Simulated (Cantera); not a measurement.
Cantera run:

```python
import numpy as np
import cantera as ct

gas_names = """
    CL CL2 H HCL H2 N NH NH2 NH3 N2 N2H2 N2H4 Si SiCL SiCL2 SiCL3 SiCL4 SiH SiHCL3 SiH2 SiH2CL2 SiH3
    SiH3CL SiH4 SiN Si2 Si2N Si3
""".split()
cond_names = """
    NH4CL(a) NH4CL(b) Si(cr) Si(L) Si3N4(a)
""".split()


# ... load() reads the species with a 1 bar reference pressure and builds the phases ...
atoms = {
    'SiHCl3': {'Si': 1, 'H': 1, 'CL': 3},
    'NH3': {'N': 1, 'H': 3},
}
top_T = {'Si3N4(a)': 2400}  # K; cautious upper limits of use, not melting points


# ... equilibrate(T, P, feed) seeds the gas with the atoms and calls Mixture.equilibrate('TP', solver="vcs", rtol=1e-11, max_steps=5000) ...
results = []
P = 440  # Pa
for T in [898, 998, 1098, 1198, 1298, 1398, 1498, 1598, 1698, 1798, 1898, 1998, 2098]:
    for m in [0.19, 0.37, 0.55, 0.73, 0.91, 1.1, 1.3, 1.4]:
        feed = {'SiHCl3': 1, 'NH3': m}  # mol
        mix = equilibrate(T, P, feed)
        results.append((T, P, feed, dict(zip(mix.species_names, mix.species_moles))))

for T, P, feed, n in results:
    print(f"{T:7g} {feed['NH3']:10.4g}  " + (" + ".join(c for c in cond_names if n.get(c, 0) > 1e-12) or "gas only"))
```

Output:

```
    898       0.19  Si(cr) + Si3N4(a)
    898       0.37  Si3N4(a)
    898       0.55  Si3N4(a)
    898       0.73  Si3N4(a)
    898       0.91  Si3N4(a)
    898        1.1  Si3N4(a)
    898        1.3  Si3N4(a)
    898        1.4  Si3N4(a)
    998       0.19  Si(cr) + Si3N4(a)
    998       0.37  Si3N4(a)
    998       0.55  Si3N4(a)
    998       0.73  Si3N4(a)
    998       0.91  Si3N4(a)
    998        1.1  Si3N4(a)
    998        1.3  Si3N4(a)
    998        1.4  Si3N4(a)
   1098       0.19  Si(cr) + Si3N4(a)
   1098       0.37  Si3N4(a)
   1098       0.55  Si3N4(a)
   1098       0.73  Si3N4(a)
   1098       0.91  Si3N4(a)
   1098        1.1  Si3N4(a)
   1098        1.3  Si3N4(a)
   1098        1.4  Si3N4(a)
   1198       0.19  Si(cr) + Si3N4(a)
   1198       0.37  Si3N4(a)
   1198       0.55  Si3N4(a)
   1198       0.73  Si3N4(a)
   1198       0.91  Si3N4(a)
   1198        1.1  Si3N4(a)
   1198        1.3  Si3N4(a)
   1198        1.4  Si3N4(a)
   1298       0.19  Si3N4(a)
   1298       0.37  Si3N4(a)
   1298       0.55  Si3N4(a)
   1298       0.73  Si3N4(a)
   1298       0.91  Si3N4(a)
   1298        1.1  Si3N4(a)
   1298        1.3  Si3N4(a)
   1298        1.4  Si3N4(a)
   1398       0.19  Si3N4(a)
   1398       0.37  Si3N4(a)
   1398       0.55  Si3N4(a)
   1398       0.73  Si3N4(a)
   1398       0.91  Si3N4(a)
   1398        1.1  Si3N4(a)
   1398        1.3  Si3N4(a)
   1398        1.4  Si3N4(a)
   1498       0.19  gas only
   1498       0.37  gas only
   1498       0.55  Si3N4(a)
   1498       0.73  Si3N4(a)
   1498       0.91  Si3N4(a)
   1498        1.1  Si3N4(a)
   1498        1.3  Si3N4(a)
   1498        1.4  Si3N4(a)
   1598       0.19  gas only
   1598       0.37  gas only
   1598       0.55  gas only
   1598       0.73  gas only
   1598       0.91  gas only
   1598        1.1  gas only
   1598        1.3  gas only
   1598        1.4  Si3N4(a)
   1698       0.19  gas only
   1698       0.37  gas only
   1698       0.55  gas only
   1698       0.73  gas only
   1698       0.91  gas only
   1698        1.1  gas only
   1698        1.3  gas only
   1698        1.4  gas only
   1798       0.19  gas only
   1798       0.37  gas only
   1798       0.55  gas only
   1798       0.73  gas only
   1798       0.91  gas only
   1798        1.1  gas only
   1798        1.3  gas only
   1798        1.4  gas only
   1898       0.19  gas only
   1898       0.37  gas only
   1898       0.55  gas only
   1898       0.73  gas only
   1898       0.91  gas only
   1898        1.1  gas only
   1898        1.3  gas only
   1898        1.4  gas only
   1998       0.19  gas only
   1998       0.37  gas only
   1998       0.55  gas only
   1998       0.73  gas only
   1998       0.91  gas only
   1998        1.1  gas only
   1998        1.3  gas only
   1998        1.4  gas only
   2098       0.19  gas only
   2098       0.37  gas only
   2098       0.55  gas only
   2098       0.73  gas only
   2098       0.91  gas only
   2098        1.1  gas only
   2098        1.3  gas only
   2098        1.4  gas only
```

Method: chemical equilibrium by Gibbs-energy minimisation in Cantera with the NASA 1993 tables (ideal gas, pure condensed phases). Mutual solubility and eutectic melting of coexisting phases are not modelled. The tables' values for SiCl3 are old estimates.
